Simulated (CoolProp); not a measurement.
A closed Brayton cycle with dry air: compressor inlet 314.15 K and 5.7 MPa, high pressure 17.6 MPa, turbine inlet 965 K, compressor efficiency 0.89, turbine efficiency 0.93, recuperator effectiveness 0.95 (on enthalpy, no pinch check). Each further row changes one setting.

Computed with CoolProp (reference Helmholtz-energy equation of state, Lemmon 2000). It is a pseudo-pure fit of the blend.

```tsv
case	thermal efficiency (%)	net work (kJ/kg)	compressor to turbine work	compressor exit (K)	turbine exit (K)
as stated	43.4	122	0.53	450.1	737.4
turbine inlet 915 K	40.8	109	0.56	450.1	697.4
compressor inlet 324.15 K	41.9	118	0.55	464.1	737.4
high pressure 15 MPa	44.6	112	0.51	428.1	766.4
recuperator effectiveness 0.5	29.1	122	0.53	450.1	737.4
```
